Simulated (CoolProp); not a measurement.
Vapour-liquid equilibrium of R143a (1) + R236FA (2) at 0.238 MPa; x and y are mole fractions of (1).

Model: multi-fluid Helmholtz-energy mixture model, Lemmon and Jacobsen 2000 and Pan 2012; pair parameters Bell 2016, in CoolProp.

Problem. Give the bubble temperature and the first vapour's composition at x = 0.05, 0.25, 0.95. Is there an azeotrope?

Solution. x = 0.05: 17.0 °C, y = 0.166; x = 0.25: 2.7 °C, y = 0.601; x = 0.95: -26.2 °C, y = 0.993. No azeotrope shows between x = 0.05 and 0.95.

Pair parameters are fitted to limited data, so mixtures are less certain than the pure fluids.
